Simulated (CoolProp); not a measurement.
Vapour-liquid equilibrium of carbon monoxide (1) + methane (2) at 105.4 K; x and y are mole fractions of (1).

Computed with CoolProp (multi-fluid Helmholtz-energy mixture model, Lemmon 2006 and Setzmann 1991; pair parameters Kunz 2012).

```json
[
 {"x": "0.05", "bubble pressure (MPa)": "0.1009", "y at the bubble point": "0.439", "dew pressure at overall composition x (MPa)": "0.06147", "liquid density (mol/L)": "26.83"},
 {"x": "0.2", "bubble pressure (MPa)": "0.2344", "y at the bubble point": "0.786", "dew pressure at overall composition x (MPa)": "0.07238", "liquid density (mol/L)": "26.64"},
 {"x": "0.35", "bubble pressure (MPa)": "0.3623", "y at the bubble point": "0.880", "dew pressure at overall composition x (MPa)": "0.08798", "liquid density (mol/L)": "26.38"},
 {"x": "0.5", "bubble pressure (MPa)": "0.4733", "y at the bubble point": "0.922", "dew pressure at overall composition x (MPa)": "0.1121", "liquid density (mol/L)": "26.05"},
 {"x": "0.65", "bubble pressure (MPa)": "0.5682", "y at the bubble point": "0.947", "dew pressure at overall composition x (MPa)": "0.1544", "liquid density (mol/L)": "25.61"},
 {"x": "0.8", "bubble pressure (MPa)": "0.6572", "y at the bubble point": "0.968", "dew pressure at overall composition x (MPa)": "0.2476", "liquid density (mol/L)": "25.05"},
 {"x": "0.95", "bubble pressure (MPa)": "0.7564", "y at the bubble point": "0.991", "dew pressure at overall composition x (MPa)": "0.5791", "liquid density (mol/L)": "24.37"}
]
```

No azeotrope shows between x = 0.05 and 0.95.

The pair parameters rest on a limited set of measurements; away from them the model extrapolates.
